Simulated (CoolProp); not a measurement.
Vapour pressure (kPa) of ammonia: the reference equation beside estimates from Tc = 405.6 K, pc = 11360 kPa, ω = 0.256. Clausius-Clapeyron is anchored at 278.1 K with a constant enthalpy of vaporisation of 21.19 kJ/mol.

Values from CoolProp's reference Helmholtz-energy equation of state, Gao 2020.

| T (K) | reference | Lee-Kesler | Clausius-Clapeyron | van der Waals | Soave-Redlich-Kwong |
|---|---|---|---|---|---|
| 261.6 | 272.8 | 267.9 | 288.8 | 1481 | 268.6 |
| 265.7 | 322.0 | 317.6 | 335.6 | 1611 | 318.1 |
| 269.9 | 379.5 | 375.7 | 389.6 | 1751 | 376.0 |
| 274 | 443.1 | 440.1 | 448.7 | 1896 | 440.2 |
| 278.1 | 514.6 | 512.8 | 514.6 | 2049 | 512.6 |
| 282.3 | 597.0 | 596.4 | 589.8 | 2213 | 596.1 |
| 286.4 | 686.8 | 687.8 | 671.1 | 2382 | 687.3 |
| 290.5 | 786.7 | 789.4 | 760.9 | 2559 | 788.9 |
| 294.7 | 900.3 | 904.9 | 862.3 | 2749 | 904.6 |

Absolute difference from the reference over all 9 rows, mean and median: Lee-Kesler 0.7 and 0.5 %, Clausius-Clapeyron 2.8 and 2.7 %, van der Waals 308.8 and 298.2 %, Soave-Redlich-Kwong 0.6 and 0.5 %.
